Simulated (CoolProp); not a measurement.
Vapour-liquid equilibrium of R113 (1) + acetone (2) at 405.9 K; x and y are mole fractions of (1).

Model: multi-fluid Helmholtz-energy mixture model, Marx 1992 and Lemmon 2006; pair parameters Bell 2016, in CoolProp.

```tsv
x	bubble pressure (MPa)	y at the bubble point	dew pressure at overall composition x (MPa)	liquid density (mol/L)
0.05	[?]	[?]	0.8247	[?]
0.2	0.9239	0.270	0.8932	9.814
0.35	0.9744	0.407	[?]	8.994
0.5	0.9988	0.522	0.9958	[?]
0.65	0.9999	0.633	0.9980	7.730
0.8	0.9749	0.759	[?]	7.257
0.95	0.9137	0.926	0.9035	[?]
```

**Question.** Some entries are withheld; supply them.

**Answer.** 
- 0.05, bubble pressure (MPa): 0.8396
- 0.05, y at the bubble point: 0.083
- 0.05, liquid density (mol/L): 10.78
- 0.35, dew pressure at overall composition x (MPa): 0.9555
- 0.5, liquid density (mol/L): 8.305
- 0.8, dew pressure at overall composition x (MPa): 0.9621
- 0.95, liquid density (mol/L): 6.869

y crosses x between x = 0.5 and 0.65: the model has an azeotrope there.

The pair parameters rest on a limited set of measurements; away from them the model extrapolates.
